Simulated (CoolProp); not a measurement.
Properties of propylene at several states (Tc = 91.1 °C, pc = 4.555 MPa, ω = 0.146).

Values from CoolProp's reference Helmholtz-energy equation of state, Lemmon 2013.

```tsv
T (°C)	p (MPa)	phase	density (kg/m³)	Joule-Thomson coefficient (K/MPa)	viscosity (µPa s)	conductivity (mW/(m K))
66.35	0.0513	gas	0.7685	11.62	9.77	21.5
224.95	0.215	gas	2.197	4.205	14.1	42.6
291.05	0.0632	gas	0.5675	3.062	15.7	52.1
141.35	0.337	gas	4.186	6.820	11.9	31.1
69.95	0.376	gas	5.747	11.65	9.91	22.3
-173.25	20.7	liquid	761.6	-0.5248	5640	188
```

Viscosity comes from a separate model (Huber 2003), an estimate that may be off by 10 % or more. Thermal conductivity comes from a separate model (Huber 2003), an estimate that may be off by 10 % or more.
